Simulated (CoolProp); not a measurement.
Vapour-liquid equilibrium of p-xylene (1) + n-decane (2) at 66.45 °C; x and y are mole fractions of (1).

Computed with CoolProp (multi-fluid Helmholtz-energy mixture model, Zhou 2012 and Lemmon 2006; pair parameters Bell 2016).

```csv
x,"bubble pressure, mixture model (bar)","bubble pressure, Raoult's law (bar)","y, mixture model","y, Raoult's law"
0.05,0.02547,0.02474,[?],0.183
0.2,[?],0.03515,0.539,0.516
0.35,[?],0.04556,0.705,0.697
0.5,0.05826,0.05597,[?],0.810
0.65,[?],0.06637,0.882,0.888
0.8,[?],0.07678,[?],0.945
0.95,0.08738,0.08719,[?],0.988
```

Question: Fill in the missing entries.

Answer: 
- 0.05, y, mixture model: 0.206
- 0.2, bubble pressure, mixture model (bar): 0.03726
- 0.35, bubble pressure, mixture model (bar): 0.04810
- 0.5, y, mixture model: 0.808
- 0.65, bubble pressure, mixture model (bar): 0.06803
- 0.8, bubble pressure, mixture model (bar): 0.07767
- 0.8, y, mixture model: 0.938
- 0.95, y, mixture model: 0.986

The largest gap from Raoult's law is +6.0 % in bubble pressure, at x = 0.2. No azeotrope shows between x = 0.05 and 0.95.

Pair parameters are fitted to limited data, so mixtures are less certain than the pure fluids.
